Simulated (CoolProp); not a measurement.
Vapour-liquid equilibrium of ethanol (1) + o-xylene (2) at 52 kPa; x and y are mole fractions of (1).

Model: multi-fluid Helmholtz-energy mixture model, Schroeder 2014 and Zhou 2012; pair parameters Bell 2016, in CoolProp.

```csv
x,"bubble temperature, mixture model (K)","bubble temperature, Raoult's law (K)","y, mixture model","y, Raoult's law"
0.05,363.4,383.9,0.649,0.308
0.2,343.2,366.3,0.855,0.679
0.35,340.0,356.3,0.879,0.821
0.5,339.2,349.4,0.886,0.895
0.65,338.5,344.2,0.895,0.941
0.8,337.4,340.0,0.918,0.972
0.95,336.0,336.6,0.971,0.994
```

The largest gap from Raoult's law is -23.1 K in bubble temperature, at x = 0.2. No azeotrope shows between x = 0.05 and 0.95.

The pair parameters rest on a limited set of measurements; away from them the model extrapolates. With so large a gap from Raoult's law the liquid may split in two, which this calculation doesn't test in full.
